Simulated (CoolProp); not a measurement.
A single-stage vapour-compression cycle with CH3F (R41): evaporating at 234.15 K (dew point), condensing at 291.15 K (bubble point), superheat 5 K, subcooling 0 K, compressor efficiency 0.85, no pressure losses. Each further row changes one setting.

Computed with CoolProp (reference Helmholtz-energy equation of state, Lemmon 2006). It is a short technical equation, of lower accuracy than the large ones.

```
case                              cooling COP  pressure ratio  discharge temperature (K)  refrigerating effect (kJ/kg)  volumetric capacity (kJ/m³)
--------------------------------  -----------  --------------  -------------------------  ----------------------------  ---------------------------
as stated                                 ___            5.43                      365.8                           290                         3350
evaporating temperature 239.15 K         2.70            4.53                      357.3                           ___                          ___
condensing temperature 286.15 K          2.70            4.80                      355.3                           305                          ___
subcooling 5 K                            ___            5.43                      365.8                           305                         3530
superheat 15 K                            ___            5.43                      380.2                           304                         3300
compressor efficiency 0.75               2.08            5.43                      376.6                           290                         3350
```

Q: Some entries are withheld; supply them.

A: 
- as stated, cooling COP: 2.36
- evaporating temperature 239.15 K, refrigerating effect (kJ/kg): 292
- evaporating temperature 239.15 K, volumetric capacity (kJ/m³): 4020
- condensing temperature 286.15 K, volumetric capacity (kJ/m³): 3520
- subcooling 5 K, cooling COP: 2.48
- superheat 15 K, cooling COP: 2.32
